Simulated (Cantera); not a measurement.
A closed system holds: 1 mol TiO2, a varied amount of H2, at 1325 °C and 0.100 bar.

Method: chemical equilibrium by Gibbs-energy minimisation in Cantera with the NASA 1993 tables (ideal gas, pure condensed phases). Candidate condensed phases: H2O, Ti, TiO, TiO2, Ti2O3, Ti3O5, Ti4O7; 12 gas species. Equilibrium is a limit: real reactors are often held back by kinetics, nucleation or transport.

At 54 mol H2, list the 3 most abundant gas species with their mole fractions, and the condensed phases.

H2 0.994, H2O 0.00617, H 0.000168. Condensed: Ti3O5(s).
